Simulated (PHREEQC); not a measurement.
Solution (25 °C): 0.045 mol CaCl2 and 3.4e-05 mol Na3PO4 per kg of water. Closed to the air; pH follows from the charge balance.

Computed with PHREEQC (ion-association model, phreeqc.dat).

Each row changes one thing in this solution. Precipitation was switched off in this run.

| case | pH | SI of Halite (NaCl) |
|---|---|---|
| as made | 8.86 | -6.85 |
| Na3PO4 replaced by NaHF2 at the same molality | 4.58 | … |
| CaCl2 replaced by HCl at the same molality | … | -7.07 |
| Na3PO4 from 3.4e-05 to 0.00017 mol/kgw | … | -6.15 |
| Na3PO4 from 3.4e-05 to 3.06e-05 mol/kgw | 8.84 | -6.90 |

**Question.** What belongs in the gaps?

**Answer.** 
- Na3PO4 replaced by NaHF2 at the same molality, SI of Halite (NaCl): -7.33
- CaCl2 replaced by HCl at the same molality, pH: 1.41
- Na3PO4 from 3.4e-05 to 0.00017 mol/kgw, pH: 9.27

Some of these states are supersaturated (in Hydroxyapatite, Fluorite, for instance).
